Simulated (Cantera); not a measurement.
A closed system holds: 1 mol Cu, 8.2 mol H2O, 55 mol H2, at 1325 K and 100 Torr.

These are equilibrium values from Cantera (NASA tables, ideal gas, pure condensed phases), not measurements of a reactor. Candidate condensed phases: Cu, CuO, Cu(OH)2, Cu2O, H2O; 12 gas species. Rates play no part.

Base state: H2 0.870, H2O 0.130 (mole fractions); condensed: Cu(s).

Task: What changes in the equilibrium state with this change: temperature from 1325 K to 1998 K?

Result: 
```
species      before    after
----------  -------  -------
H2            0.870    0.853
H2O           0.130    0.127
Cu          2.11e-6   0.0155
H           4.18e-6  0.00406
Cu2           <1e-9  3.10e-5
OH          9.09e-9  6.03e-5
Cu(s), mol    1.000        0
```
